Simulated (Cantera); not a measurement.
## Transport properties of process gases

Gas mixture: N₂ : CO : C₂H₂ = 0.31 : 0.65 : 0.55 (molar parts), at 500000 Pa, frozen composition.

Cantera's kinetic-theory transport with the Lennard-Jones parameters of GRI-Mech 3.0, ideal gas; thermal conductivity in the mixture-averaged form. The composition is frozen, though it would react at the higher temperatures.

```tsv
T (K)	ρ (kg/m³)	cp (J/kg/K)	μ (µPa s)	λ (mW/m/K)	Pr	D (cm²/s) CO₂	D (cm²/s) CH₃	D (cm²/s) N₂
400	4.10	1355	18.5	33.3	0.750	0.0492	0.0695	0.0630
600	2.74	1482	24.9	48.8	0.757	0.102	0.141	0.127
800	2.05	1586	30.4	63.4	0.761	0.167	0.231	0.207
1000	1.64	1676	35.4	77.5	0.766	0.245	0.336	0.301
1200	1.37	1748	40.0	90.9	0.769	0.334	0.457	0.408
1400	1.17	1807	44.2	104	0.771	0.433	0.591	0.527
1600	1.03	1854	48.3	116	0.773	0.541	0.738	0.658
```
D: mixture-averaged diffusion coefficient of that species in the mixture.
